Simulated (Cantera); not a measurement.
**Catalytic combustion on Pt**

An isothermal plug-flow reactor at 825 K and 500000 Pa (inlet), inlet velocity 0.56 m/s, active area per volume 270 1/m; feed CO : O2 : N2 : H2O = 0.025 : 0.016 : 0.79 : 0.0053 (molar parts).

Model: Deutschmann's 1995 Pt surface mechanism with GRI-Mech 3.0 gas chemistry, integrated in Cantera. Catalytic surfaces can have several steady states; this one follows from the mechanism file's or the stated starting coverage. Mass transfer to the wall is taken as infinitely fast.

```csv
z (m),x CO,x O2,x H2O,x CO2,θ free Pt,θ O*,θ CO*
0.00025,0.0297,0.0191,0.00634,0.000163,0.0634,0.00173,0.935
0.00053,0.0296,0.0190,0.00634,0.000346,0.0636,0.00173,0.935
0.0011,0.0292,0.0188,0.00634,0.000719,0.0640,0.00174,0.934
0.0025,0.0283,0.0183,0.00634,0.00164,0.0650,0.00175,0.933
0.0053,0.0264,0.0174,0.00635,0.00350,0.0671,0.00178,0.931
0.011,0.0226,0.0155,0.00636,0.00740,0.0724,0.00186,0.926
0.025,0.0121,0.0103,0.00639,0.0180,0.0979,0.00232,0.900
```
x: gas mole fraction; θ: surface coverage.
